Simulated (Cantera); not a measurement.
A closed system holds: 1 mol Al(CH3)3, 1.1 mol N2O, 9.2 mol N2, at 2025 K and 9.00 Torr.

Method: chemical equilibrium by Gibbs-energy minimisation in Cantera with the NASA 1993 tables (ideal gas, pure condensed phases). Candidate condensed phases: Al, AlN, Al2O3, C, C6H6, C7H8, C8H18, H2O; 148 gas species. The feed counts by its element totals alone. Rates play no part.

Base state: N2 0.615, H2 0.268, CO 0.0676, Al 0.0318, H 0.00910, HCN 0.00660, AlH 0.000478, HNC 0.000392 (mole fractions); condensed: AlN(s) + C(graphite).

### Question
What changes in the equilibrium state with this change: Al(CH3)3 replaced by Al?

### Answer
```csv
species,before,after
N2,0.615,0.978
Al,0.0318,0.0129
Al2O,8.32e-5,0.00931
H2,0.268,0
CO,0.0676,0
H,0.00910,0
HCN,0.00660,0
AlH,0.000478,0
"AlN(s), mol",0.473,0
"C(graphite), mol",1.78,0
"Al2O3(s), mol",0,0.334
```

### Question
What changes in the equilibrium state with this change: pressure from 9.00 Torr to 0.225 Torr?

### Answer
```csv
species,before,after
N2,0.615,0.590
H2,0.268,0.229
CO,0.0676,0.0634
H,0.00910,0.0532
Al,0.0318,0.0575
Al2O,8.32e-5,1.59e-7
CN,5.58e-6,3.46e-5
AlH,0.000478,0.000126
C2H2 (acetylene),0.000243,0.000207
HNC,0.000392,0.000355
"AlN(s), mol",0.473,0
"C(graphite), mol",1.78,1.78
```
